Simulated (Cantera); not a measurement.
Al(CH3)3 + NH3 + N2 (aluminium nitride and oxide growth)

Charge: 1 mol Al(CH3)3, 2.1 mol NH3, 2.5 mol N2, equilibrated at 2.00 mbar.

Method: chemical equilibrium by Gibbs-energy minimisation in Cantera with the NASA 1993 tables (ideal gas, pure condensed phases). Candidate condensed phases: Al, AlN, C, C6H6, C7H8, C8H18; 97 gas species. The feed counts by its element totals alone. Equilibrium is a limit: real reactors are often held back by kinetics, nucleation or transport.

From 1523 K to 1898 K the condensed part is AlN(s) + C(graphite). At 1973 K the condensed part is C(graphite). The main Al-bearing gas is Al throughout.

```tsv
T (K)	log p H2	log p N2	log p Al	log p H	log p HCN	log p AlH	n AlN(s)	n C(graphite)
1523	-2.85	-3.24	-8.25	-6.06	-5.95	-9.63	1.000	2.99
1598	-2.85	-3.24	-7.23	-5.70	-5.74	-8.72	1.000	2.99
1673	-2.85	-3.25	-6.30	-5.37	-5.55	-7.90	0.997	2.98
1748	-2.85	-3.25	-5.45	-5.07	-5.37	-7.15	0.980	2.97
1823	-2.86	-3.25	-4.67	-4.79	-5.22	-6.46	0.880	2.96
1898	-2.89	-3.24	-3.95	-4.55	-5.08	-5.85	0.334	2.94
1973	-2.92	-3.24	-3.79	-4.33	-4.96	-5.78	0	2.92
```
log p: log10 of the partial pressure in bar; n: condensed amount in mol.
